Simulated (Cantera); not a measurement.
Carbothermic reduction: CuO + C + N₂

A closed system holds: 1 mol CuO, 5.1 mol C, 0.28 mol N₂, held at 100000 Pa.

Equilibrium computed with Cantera from the NASA thermochemical tables; the gas is ideal and each condensed phase is pure. Candidate condensed phases: C, Cu, CuO, Cu₂O; 27 gas species. Kinetics and transport are ignored.

| T (K) | log p CO | log p Cu | log p N₂ | log p Cu₂ | log p CO₂ | log p CN | n C(graphite) | n Cu(l) |
|---|---|---|---|---|---|---|---|---|
| 1400 | -0.11 | -5.87 | -0.66 | -9.58 | -2.98 | -11.46 | 4.10 | 1.000 |
| 1500 | -0.11 | -5.08 | -0.66 | -8.49 | -3.39 | -10.37 | 4.10 | 1.000 |
| 1600 | -0.11 | -4.40 | -0.66 | -7.55 | -3.75 | -9.42 | 4.10 | 1.000 |
| 1700 | -0.11 | -3.80 | -0.66 | -6.72 | -4.06 | -8.58 | 4.10 | 1.000 |
| 1800 | -0.11 | -3.27 | -0.66 | -5.98 | -4.34 | -7.84 | 4.10 | 0.999 |
| 1900 | -0.11 | -2.79 | -0.66 | -5.33 | -4.59 | -7.18 | 4.10 | 0.998 |
| 2000 | -0.11 | -2.37 | -0.66 | -4.75 | -4.81 | -6.58 | 4.10 | 0.994 |
| 2100 | -0.11 | -1.98 | -0.66 | -4.23 | -5.01 | -6.04 | 4.10 | 0.986 |
| 2200 | -0.12 | -1.63 | -0.67 | -3.75 | -5.20 | -5.55 | 4.10 | 0.969 |
| 2300 | -0.13 | -1.32 | -0.68 | -3.32 | -5.39 | -5.11 | 4.10 | 0.934 |
| 2400 | -0.15 | -1.03 | -0.70 | -2.93 | -5.57 | -4.71 | 4.10 | 0.865 |
| 2500 | -0.19 | -0.76 | -0.74 | -2.58 | -5.79 | -4.36 | 4.10 | 0.725 |
| 2600 | -0.27 | -0.52 | -0.82 | -2.25 | -6.06 | -4.05 | 4.10 | 0.422 |
log p: log10 of the partial pressure in bar; n: condensed amount in mol.

From 1400 K to 2600 K the condensed part is C(graphite) + Cu(l). The main Cu-bearing gas is Cu throughout.
